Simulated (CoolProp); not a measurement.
The fluid at 388.72 K and 5.86 MPa (supercritical) is heated at constant pressure to 489.2 K. The same conditions are run with several fluids, on thermodynamics alone (safety and materials aside).

Model: reference Helmholtz-energy equation of state of each fluid (carbon monoxide: Lemmon 2006; R404A: Lemmon 2003; R507A: Lemmon 2003), in CoolProp. Blends and air are pseudo-pure fits.

Problem. Rank carbon monoxide, R404A, R507A by heat (kJ/kg), highest first.

Solution. R404A (145), R507A (143), carbon monoxide (110)

```json
[
 {"fluid": "carbon monoxide", "final density (kg/m³)": "39.4"},
 {"fluid": "R404A", "final density (kg/m³)": "164"},
 {"fluid": "R507A", "final density (kg/m³)": "166"}
]
```
